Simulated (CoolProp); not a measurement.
CH2F2 (R32) along the isotherm 96.05 °C: density (kg/m³) from the reference equation and from simpler models built on Tc = 78.1 °C, pc = 57.83 bar, ω = 0.277; each cubic takes its own stable root.

Values from CoolProp's reference Helmholtz-energy equation of state, Tillner-Roth 1997.

```json
[
 {"p (bar)": "5.78", "phase": "gas", "reference": "10.13", "van der Waals": "10.07", "Soave-Redlich-Kwong": "10.09", "Peng-Robinson": "10.13"},
 {"p (bar)": "11.6", "phase": "gas", "reference": "21.08", "van der Waals": "20.81", "Soave-Redlich-Kwong": "20.90", "Peng-Robinson": "21.06"},
 {"p (bar)": "17.3", "phase": "gas", "reference": "32.65", "van der Waals": "32.02", "Soave-Redlich-Kwong": "32.24", "Peng-Robinson": "32.61"},
 {"p (bar)": "23.1", "phase": "gas", "reference": "45.45", "van der Waals": "(withheld)", "Soave-Redlich-Kwong": "44.65", "Peng-Robinson": "45.36"},
 {"p (bar)": "28.9", "phase": "gas", "reference": "59.50", "van der Waals": "57.57", "Soave-Redlich-Kwong": "58.14", "Peng-Robinson": "59.33"},
 {"p (bar)": "34.7", "phase": "gas", "reference": "75.12", "van der Waals": "72.18", "Soave-Redlich-Kwong": "72.94", "Peng-Robinson": "74.78"},
 {"p (bar)": "40.5", "phase": "gas", "reference": "92.71", "van der Waals": "88.51", "Soave-Redlich-Kwong": "89.39", "Peng-Robinson": "92.10"},
 {"p (bar)": "46.3", "phase": "gas", "reference": "112.9", "van der Waals": "(withheld)", "Soave-Redlich-Kwong": "108.0", "Peng-Robinson": "(withheld)"},
 {"p (bar)": "52", "phase": "gas", "reference": "136.2", "van der Waals": "129.1", "Soave-Redlich-Kwong": "129.1", "Peng-Robinson": "(withheld)"},
 {"p (bar)": "57.8", "phase": "gas", "reference": "165.1", "van der Waals": "157.2", "Soave-Redlich-Kwong": "154.6", "Peng-Robinson": "161.9"},
 {"p (bar)": "63.6", "phase": "supercritical", "reference": "(withheld)", "van der Waals": "197.6", "Soave-Redlich-Kwong": "186.3", "Peng-Robinson": "196.4"},
 {"p (bar)": "69.4", "phase": "supercritical", "reference": "253.8", "van der Waals": "270.9", "Soave-Redlich-Kwong": "227.9", "Peng-Robinson": "241.5"},
 {"p (bar)": "75.2", "phase": "supercritical", "reference": "331.5", "van der Waals": "336.1", "Soave-Redlich-Kwong": "282.8", "Peng-Robinson": "300.7"},
 {"p (bar)": "81", "phase": "supercritical", "reference": "434.7", "van der Waals": "368.0", "Soave-Redlich-Kwong": "340.3", "Peng-Robinson": "364.0"},
 {"p (bar)": "86.7", "phase": "supercritical", "reference": "516.3", "van der Waals": "388.5", "Soave-Redlich-Kwong": "(withheld)", "Peng-Robinson": "413.7"}
]
```

Question: Complete the blanks.

Answer: 
- 23.1, van der Waals: 44.27
- 46.3, van der Waals: 107.2
- 46.3, Peng-Robinson: 111.8
- 52, Peng-Robinson: 134.4
- 63.6, reference: 202.3
- 86.7, Soave-Redlich-Kwong: 384.0
